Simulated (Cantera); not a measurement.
A closed system holds: 1 mol Pb, 0.33 mol H2, 0.021 mol O2, held at 1.00 bar.

Method: chemical equilibrium by Gibbs-energy minimisation in Cantera with the NASA 1993 tables (ideal gas, pure condensed phases). Candidate condensed phases: H2O, Pb, PbO, PbO2, Pb3O4; 12 gas species. Kinetics and transport are ignored.

Q: Which condensed phases are stable at each of these points (T (K)): 598, 673, 748, 823, 898, 973, 1048, 1123, 1198, 1273, 1348, 1423, 1498, 1573?

A: 
```json
[
 {"T (K)": "598", "condensed phases": "Pb(s)", "Pb condensed (%)": "100.0"},
 {"T (K)": "673", "condensed phases": "Pb(l)", "Pb condensed (%)": "100.0"},
 {"T (K)": "748", "condensed phases": "Pb(l)", "Pb condensed (%)": "100.0"},
 {"T (K)": "823", "condensed phases": "Pb(l)", "Pb condensed (%)": "100.0"},
 {"T (K)": "898", "condensed phases": "Pb(l)", "Pb condensed (%)": "100.0"},
 {"T (K)": "973", "condensed phases": "Pb(l)", "Pb condensed (%)": "100.0"},
 {"T (K)": "1048", "condensed phases": "Pb(l)", "Pb condensed (%)": "100.0"},
 {"T (K)": "1123", "condensed phases": "Pb(l)", "Pb condensed (%)": "100.0"},
 {"T (K)": "1198", "condensed phases": "Pb(l)", "Pb condensed (%)": "100.0"},
 {"T (K)": "1273", "condensed phases": "Pb(l)", "Pb condensed (%)": "99.9"},
 {"T (K)": "1348", "condensed phases": "Pb(l)", "Pb condensed (%)": "99.8"},
 {"T (K)": "1423", "condensed phases": "Pb(l)", "Pb condensed (%)": "99.6"},
 {"T (K)": "1498", "condensed phases": "Pb(l)", "Pb condensed (%)": "99.2"},
 {"T (K)": "1573", "condensed phases": "Pb(l)", "Pb condensed (%)": "98.3"}
]
```

At 598 K the condensed part is Pb(s). From 673 K to 1573 K the condensed part is Pb(l).
